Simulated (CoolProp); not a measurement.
Propane at several states: Z from the reference equation and from simpler models built on Tc = 369.9 K, pc = 42.51 bar, ω = 0.152; each cubic takes its own stable root.

Model: reference Helmholtz-energy equation of state, Lemmon 2009, in CoolProp.

```csv
T (K),p (bar),phase,reference,van der Waals,Redlich-Kwong,Peng-Robinson
436.3,11.1,gas,0.9469,0.9465,0.9441,[?]
143.3,240,liquid,1.296,2.027,1.387,1.239
439.1,0.113,gas,0.9995,0.9995,0.9995,0.9994
517.6,210,supercritical,0.7965,[?],0.7964,0.7965
400.8,126,supercritical,0.4584,0.5853,0.4978,[?]
```

Task: What belongs in the gaps?

Result: 
- 436.3, Peng-Robinson: 0.9394
- 517.6, van der Waals: 0.8399
- 400.8, Peng-Robinson: 0.4626
